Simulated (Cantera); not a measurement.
Input: 1 mol CHF₃, 5.2 mol H₂, equilibrated at 750 Torr.

Cantera equilibrium calculation (NASA polynomials, part measured and part estimated; ideal gas, pure solids and liquids). Candidate condensed phases: C, C₆H₆, C₇H₈, C₈H₁₈; 95 gas species. Rates play no part.

Q: Which condensed phases are stable at each of these points (T (°C)): 425, 625, 825, 1025, 1225, 1425, 1625, 1825, 2025, 2225, 2425?

A: 
```tsv
T (°C)	condensed phases	C condensed (%)
425	gas only	0.0
625	C(graphite)	50.7
825	C(graphite)	91.6
1025	C(graphite)	98.1
1225	C(graphite)	99.4
1425	C(graphite)	99.7
1625	C(graphite)	99.5
1825	C(graphite)	98.7
2025	C(graphite)	96.4
2225	C(graphite)	91.1
2425	C(graphite)	80.8
```

At 425 °C nothing is condensed. From 625 °C to 2425 °C the condensed part is C(graphite).
